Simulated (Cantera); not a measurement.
Charge: 1 mol PbO, 1.8 mol CO, 0.85 mol N2, equilibrated at 825 K and 2900 Pa.

Equilibrium computed with Cantera from the NASA thermochemical tables; the gas is ideal and each condensed phase is pure. Candidate condensed phases: C, Pb, PbO, PbO2, Pb3O4; 27 gas species. Equilibrium is a limit: real reactors are often held back by kinetics, nucleation or transport.

Base state: CO2 0.377, N2 0.321, CO 0.302 (mole fractions); condensed: Pb(l).

Question: What changes in the equilibrium state with this change: PbO replaced by Pb?

Answer: 
| species | before | after |
|---|---|---|
| CO | 0.302 | 0.401 |
| N2 | 0.321 | 0.388 |
| CO2 | 0.377 | 0.210 |
| Pb(l), mol | 1.000 | 1.000 |
| C(graphite), mol | 0 | 0.461 |
